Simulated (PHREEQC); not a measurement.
Dissolve 5.3 mol NaBr, 0.11 mol Na2SO4 and 0.73 mol MgCl2 per kg of water at 25 °C. Closed to the air; pH follows from the charge balance.

All values are PHREEQC results (Pitzer model, pitzer.dat), not measurements.

Each row changes one thing in this solution. No solid was allowed to form.

| case | HSO4- (mol/kgw) | SI of Thenardite (Na2SO4) | SI of Mirabilite (Na2SO4:10H2O) |
|---|---|---|---|
| as made | 1.33e-6 | -0.72 | -1.45 |
| MgCl2 left out | 4.88e-8 | -0.93 | -1.12 |
| diluted 5-fold with water | 5.53e-8 | -2.90 | -2.16 |
| NaBr from 5.3 to 2.65 mol/kgw | 4.97e-7 | -1.51 | -1.39 |
| diluted 100-fold with water | 5.20e-9 | -5.86 | -4.93 |
